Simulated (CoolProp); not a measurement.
A simple Rankine cycle with n-pentane: condensing at 296.15 K, boiler at 0.614 MPa, turbine inlet 389.7 K, turbine efficiency 0.75, pump efficiency 0.8, no recuperator. Each further row changes one setting.

Values from CoolProp's reference Helmholtz-energy equation of state, Thol 2019.

```
case                             thermal efficiency (%)  net work (kJ/kg)  heat in (kJ/kg)  turbine exit temperature (K)  volume ratio over the turbine
-------------------------------  ----------------------  ----------------  ---------------  ----------------------------  -----------------------------
as stated                                          12.5              65.5              524                         346.9                           9.75
turbine inlet 409.7 K                              12.3              70.1              569                         367.8                           9.60
condensing temperature 288.15 K                    13.7              74.2              543                         341.9                           13.2
boiler pressure 0.43 MPa                           10.8              57.2              531                         355.0                           6.66
turbine efficiency 0.65                            10.8              56.6              524                         351.6                           9.89
```
